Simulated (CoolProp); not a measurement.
R114 at 301.46 K and 0.106 MPa is throttled through a valve to 0.0055 MPa with no heat exchange. Each further row changes one setting.

Values from CoolProp's reference Helmholtz-energy equation of state, Platzer 1990. This equation is an older, rougher fit.

```tsv
case	temperature change (K)	final density (kg/m³)
as stated	-1.9	[?]
outlet pressure 0.00165 MPa	-1.9	[?]
outlet pressure 0.00715 MPa	[?]	[?]
```

What belongs in the gaps?


- as stated, final density (kg/m³): 0.378
- outlet pressure 0.00165 MPa, final density (kg/m³): 0.113
- outlet pressure 0.00715 MPa, temperature change (K): -1.8
- outlet pressure 0.00715 MPa, final density (kg/m³): 0.492
